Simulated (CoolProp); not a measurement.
Vapour-liquid equilibrium of propylene (1) + 1-butene (2) at 0.169 MPa; x and y are mole fractions of (1).

Values from CoolProp's multi-fluid Helmholtz-energy mixture model, Lemmon 2013 and Lemmon 2005; pair parameters Bell 2016.

```csv
x,"bubble temperature, mixture model (K)","bubble temperature, Raoult's law (K)","y, mixture model","y, Raoult's law"
0.05,276.5,276.3,0.174,0.189
0.15,269.2,268.7,0.428,0.453
0.25,263.1,262.5,0.598,0.621
0.35,257.9,257.4,0.716,0.734
0.45,253.6,253.1,0.799,0.813
0.55,…,249.4,0.860,0.871
0.65,…,246.2,…,0.913
0.75,243.5,243.3,…,0.946
0.85,240.9,240.8,…,0.971
0.95,238.5,238.5,0.991,0.991
```

Problem. Complete the blanks.

Solution. 
- 0.55, bubble temperature, mixture model (K): 249.8
- 0.65, bubble temperature, mixture model (K): 246.5
- 0.65, y, mixture model: 0.906
- 0.75, y, mixture model: 0.941
- 0.85, y, mixture model: 0.968

The largest gap from Raoult's law is +0.6 K in bubble temperature, at x = 0.25. No azeotrope shows between x = 0.05 and 0.95.

Pair parameters are fitted to limited data, so mixtures are less certain than the pure fluids.
